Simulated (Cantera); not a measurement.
**Hydrocarbon pyrolysis for carbon deposition**

A perfectly stirred reactor is fed with CH₄ : N₂ = 1 : 42 (molar parts), at 101000 Pa; it is held at 1425 K, and followed from long to short residence time.

Detailed kinetics in Cantera: GRI-Mech 3.0 (53 species, 325 reactions). GRI-Mech 3.0 stops at C3 and has no aromatics, soot or wall deposition, so with more carbon than oxygen in the feed, carbon stays in small species such as C2H2 where larger ones or solid carbon would form.

```json
[
 {"τ (s)": "8.8", "x CH₄": "0.0124", "x H": "5.81e-7", "x C₂H₂": "0.00520", "x C₂H₆": "8.70e-6", "x C₂H₄": "0.000106", "x CH₂": "2.45e-10"},
 {"τ (s)": "1.8", "x CH₄": "0.0182", "x H": "3.09e-7", "x C₂H₂": "0.00230", "x C₂H₆": "2.61e-5", "x C₂H₄": "0.000157", "x CH₂": "4.61e-10"},
 {"τ (s)": "0.39", "x CH₄": "0.0214", "x H": "1.26e-7", "x C₂H₂": "0.000610", "x C₂H₆": "5.12e-5", "x C₂H₄": "0.000215", "x CH₂": "7.27e-10"},
 {"τ (s)": "0.081", "x CH₄": "0.0229", "x H": "2.87e-8", "x C₂H₂": "4.49e-5", "x C₂H₆": "4.83e-5", "x C₂H₄": "9.27e-5", "x CH₂": "6.54e-10"},
 {"τ (s)": "0.017", "x CH₄": "0.0232", "x H": "6.98e-9", "x C₂H₂": "6.04e-7", "x C₂H₆": "1.41e-5", "x C₂H₄": "7.92e-6", "x CH₂": "2.33e-10"},
 {"τ (s)": "0.0036", "x CH₄": "0.0232", "x H": "4.05e-9", "x C₂H₂": "4.49e-9", "x C₂H₆": "1.67e-6", "x C₂H₄": "3.55e-7", "x CH₂": "5.38e-11"},
 {"τ (s)": "0.00075", "x CH₄": "0.0233", "x H": "3.50e-9", "x C₂H₂": "1.53e-11", "x C₂H₆": "4.92e-8", "x C₂H₄": "6.97e-9", "x CH₂": "5.57e-12"},
 {"τ (s)": "0.00016", "x CH₄": "0.0233", "x H": "3.40e-9", "x C₂H₂": "<1e-12", "x C₂H₆": "5.74e-10", "x C₂H₄": "7.27e-11", "x CH₂": "<1e-12"}
]
```
x: mole fraction; the columns are a selection and need not sum to one.
